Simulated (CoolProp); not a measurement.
R143a along the isotherm 387.2 K: Z from the reference equation and from simpler models built on Tc = 345.9 K, pc = 3.762 MPa, ω = 0.261; each cubic takes its own stable root.

Values from CoolProp's reference Helmholtz-energy equation of state, Lemmon and Jacobsen 2000.

| p (MPa) | phase | reference |
|---|---|---|
| 0.119 | gas | 0.9921 |
| 0.179 | gas | 0.9881 |
| 0.271 | gas | 0.9819 |
| 0.408 | gas | 0.9726 |
| 0.616 | gas | 0.9584 |
| 0.93 | gas | 0.9366 |
| 1.4 | gas | 0.9031 |
| 2.12 | gas | 0.8497 |
| 3.19 | gas | 0.7650 |
| 4.81 | supercritical | 0.6229 |
| 7.26 | supercritical | 0.4331 |
| 11 | supercritical | 0.4461 |
| 16.5 | supercritical | 0.5709 |
| 24.9 | supercritical | 0.7726 |
| 37.6 | supercritical | 1.069 |

Problem. How far does each simpler model (van der Waals, Redlich-Kwong, Soave-Redlich-Kwong, Peng-Robinson) lie from the reference over these 15 states: mean and median of the absolute difference, and the worst?

Solution. 
- van der Waals: mean 11.2 %, median 0.8 %, worst +42.7 % at 387.2 K and 37.6 MPa
- Redlich-Kwong: mean 4.2 %, median 0.1 %, worst +15.2 % at 387.2 K and 11 MPa
- Soave-Redlich-Kwong: mean 6.8 %, median 1.5 %, worst +22.3 % at 387.2 K and 11 MPa
- Peng-Robinson: mean 2.9 %, median 0.6 %, worst +12.3 % at 387.2 K and 11 MPa
